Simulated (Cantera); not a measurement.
Charge: 1 mol Si, 0.61 mol Cl2, held at 475 K and 75.0 Torr.

Method: chemical equilibrium by Gibbs-energy minimisation in Cantera with the NASA 1993 tables (ideal gas, pure condensed phases). Candidate condensed phases: Si; 9 gas species. Rates play no part.

Question: What is the equilibrium state?

Answer: 
| Property | Value |
|---|---|
| x(SiCl4) | 1.00 |
| n(Si(s)) | 0.695 mol |
| gas amount | 0.3050 mol |
